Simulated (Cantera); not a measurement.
A closed system holds: 1 mol Al₂O₃, 84 mol HCl, 0.2 mol O₂, equilibrated at 1023.15 K and 1.33 mbar.

Cantera equilibrium calculation (NASA polynomials, part measured and part estimated; ideal gas, pure solids and liquids). Candidate condensed phases: Al, AlCl₃, Al₂O₃, H₂O; 29 gas species. The numbers say what is thermodynamically allowed, not how fast it happens.

Base state: HCl 0.990, H₂O 0.00475, Cl₂ 0.00426, Cl 0.000975 (mole fractions); condensed: Al₂O₃(s).

Question: What changes in the equilibrium state with this change: Al₂O₃ replaced by Fe₂O₃?

Answer: 
| species | before | after |
|---|---|---|
| HCl | 0.990 | 0.949 |
| H₂O | 0.00475 | 0.0263 |
| FeCl₂ | 0 | 0.00897 |
| FeCl₃ | 0 | 0.00598 |
| O₂ | 3.86e-6 | 0.000455 |
| Cl₂ | 0.00426 | 0.00769 |
| Cl | 0.000975 | 0.00131 |
| Al₂O₃(s), mol | 1.000 | 0 |
| Fe₂O₃(s), mol | 0 | 0.373 |
Further candidate phases: Fe, FeCl₂, FeCl₃, FeO, Fe(OH)₂, Fe(OH)₃, Fe₂O₃, Fe₃O₄.
